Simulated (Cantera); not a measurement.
A closed system holds: 1 mol SiCl₄, 0.22 mol Cl₂, 4.2 mol N₂, held at 1477 °C and 2900 Pa.

Equilibrium computed with Cantera from the NASA thermochemical tables; the gas is ideal and each condensed phase is pure. Candidate condensed phases: Si, Si₃N₄; 13 gas species. The tables' values for SiCl₃ are old estimates; treat these amounts as uncertain. Rates play no part.

Base state: N₂ 0.737, SiCl₄ 0.164, Cl 0.0838, SiCl₃ 0.0107, Cl₂ 0.00331, SiCl₂ 0.00125 (mole fractions); condensed: gas only.

**Question.** What changes in the equilibrium state with this change: temperature from 1477 °C to 1150 °C?

**Answer.** 
| species | before | after |
|---|---|---|
| N₂ | 0.737 | 0.763 |
| SiCl₄ | 0.164 | 0.182 |
| Cl | 0.0838 | 0.0311 |
| Cl₂ | 0.00331 | 0.0245 |
| SiCl₃ | 0.0107 | 6.59e-5 |
| SiCl₂ | 0.00125 | 9.46e-8 |
